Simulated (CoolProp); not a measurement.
R152A along the isotherm 154.45 °C: density (kg/m³) from the reference equation and from simpler models built on Tc = 113.3 °C, pc = 4.517 MPa, ω = 0.275; each cubic takes its own stable root.

Computed with CoolProp (reference Helmholtz-energy equation of state, Outcalt 1996). It is a modified Benedict-Webb-Rubin equation, recast in Helmholtz form.

```csv
p (MPa),phase,reference
3.23,gas,75.31
6.45,supercritical,221.8
9.68,supercritical,463.1
12.9,supercritical,566.8
16.1,supercritical,620.6
19.4,supercritical,658.3
22.6,supercritical,686.2
25.8,supercritical,709.0
29,supercritical,728.4
32.3,supercritical,745.8
35.5,supercritical,760.7
38.7,supercritical,774.2
41.9,supercritical,786.6
45.2,supercritical,798.3
```

Problem. How far does each simpler model (ideal gas, van der Waals, Soave-Redlich-Kwong) lie from the reference over these 14 states: mean and median of the absolute difference, and the worst?

Solution. 
- ideal gas: mean 30.4 %, median 29.2 %, worst -61.2 % at 154.45 °C and 9.68 MPa
- van der Waals: mean 25.8 %, median 29.9 %, worst -31.6 % at 154.45 °C and 45.2 MPa
- Soave-Redlich-Kwong: mean 14.7 %, median 15.1 %, worst -20.3 % at 154.45 °C and 9.68 MPa
